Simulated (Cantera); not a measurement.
Charge: 1 mol SiH₄, 0.17 mol C₃H₈, 99 mol H₂, 1.2 mol C₂H₄, equilibrated at 0.370 bar.

Method: chemical equilibrium by Gibbs-energy minimisation in Cantera with the NASA 1993 tables (ideal gas, pure condensed phases). Candidate condensed phases: C, C₆H₆, C₇H₈, C₈H₁₈, Si, SiC; 87 gas species. Gases not in the tables: Si₂H₆ and higher silanes. Rates play no part.

x: gas mole fraction; n: condensed amount in mol.

```csv
T (°C),x H₂,x H,x C₂H₂ (acetylene),x Si,n C(graphite),n SiC(s)
1602,0.998,0.00108,0.000316,8.20e-7,1.82,1.000
1652,0.998,[?],[?],[?],1.79,0.999
1702,0.997,0.00225,0.000647,4.36e-6,1.76,0.999
1752,0.996,0.00316,0.000901,9.45e-6,1.71,0.998
1802,0.994,[?],[?],[?],1.64,0.996
1852,0.992,0.00595,0.00166,3.97e-5,1.56,0.992
1902,0.990,0.00798,0.00221,7.75e-5,1.45,0.985
1952,0.986,0.0106,0.00289,0.000147,1.31,0.973
2002,0.982,0.0138,0.00374,0.000269,1.15,0.951
2052,0.976,0.0179,0.00477,0.000482,0.957,0.914
2102,0.970,0.0228,0.00602,0.000842,0.732,0.848
2152,0.961,0.0288,0.00750,0.00144,0.479,0.737
2202,0.951,0.0361,0.00925,0.00240,0.204,0.549
2252,0.938,0.0446,0.0109,0.00398,0,0.229
```

Task: Complete the blanks.

Result: 
- 1802, x H: 0.00437
- 1802, x C₂H₂ (acetylene): 0.00123
- 1802, x Si: 1.97e-5
- 1652, x H: 0.00157
- 1652, x C₂H₂ (acetylene): 0.000457
- 1652, x Si: 1.93e-6
